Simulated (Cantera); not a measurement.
What does this Cantera script print?

```python
import numpy as np
import cantera as ct

gas_names = """
    CL CL2 H HCL H2 Si SiCL SiCL2 SiCL3 SiCL4 SiH SiHCL3 SiH2 SiH2CL2 SiH3 SiH3CL SiH4 Si2 Si3
""".split()
cond_names = """
    Si(cr) Si(L)
""".split()


def load(file, names, dense=False):
    # The tables refer to 1 bar. Condensed volumes are neglected.
    table = {s.name: s for s in ct.Species.list_from_file(file)}
    out = []
    for n in names:
        d = dict(table[n].input_data)
        d["thermo"] = dict(d["thermo"], **{"reference-pressure": 1e5})
        if dense:
            d["equation-of-state"] = {"model": "constant-volume", "density": "1e6 g/cm^3"}
        out.append(ct.Species.from_dict(d))
    return out


gas = ct.Solution(thermo="ideal-gas", species=load("nasa_gas.yaml", gas_names))
cond = {s.name: ct.Solution(thermo="fixed-stoichiometry", species=[s], name=s.name)
        for s in load("nasa_condensed.yaml", cond_names, dense=True)}
atoms = {
    'SiCl4': {'Si': 1, 'CL': 4},
    'H2': {'H': 2},
}
top_T = {}  # K; cautious upper limits of use, not melting points


def equilibrate(T, P, feed):
    n = {}
    for name, mol in feed.items():
        for a, k in atoms[name].items():
            n[a] = n.get(a, 0.0) + k * mol
    gas.TPX = T, P, n
    mass = sum(n.values()) * gas.mean_molecular_weight
    gas.equilibrate("TP")
    valid = [c for c in cond.values() if c.min_temp <= T <= top_T.get(c.name, c.max_temp)]
    mix = ct.Mixture([(gas, mass / gas.mean_molecular_weight)] + [(c, 0.0) for c in valid])
    mix.T, mix.P = T, P
    mix.equilibrate("TP", solver="vcs", rtol=1e-11, max_steps=5000)
    return mix


results = []
feed = {'SiCl4': 1, 'H2': 7.8}  # mol
T = 500  # K
P = 101325  # Pa
mix = equilibrate(T, P, feed)
results.append((T, P, feed, dict(zip(mix.species_names, mix.species_moles))))
x = sorted(zip(gas.X, gas.species_names), reverse=True)
print(f"T = {T:g} K  P = {P:g} Pa  gas = {mix.phase_moles(0):.4g} mol")
print("   x: " + "  ".join(f"{s} {v:.3e}" for v, s in x if v > 1e-06))
print("   condensed (mol): " + ("  ".join(f"{mix.phase(i).name} {mix.phase_moles(i):.4g}"
      for i in range(1, mix.n_phases) if mix.phase_moles(i) > 1e-12) or "none"))
```

Result:

```
T = 500 K  P = 101325 Pa  gas = 8.8 mol
   x: H2 8.860e-01  SiCL4 1.132e-01  HCL 3.998e-04  SiHCL3 3.997e-04
   condensed (mol): none
```

These are equilibrium values from Cantera (NASA tables, ideal gas, pure condensed phases), not measurements of a reactor.
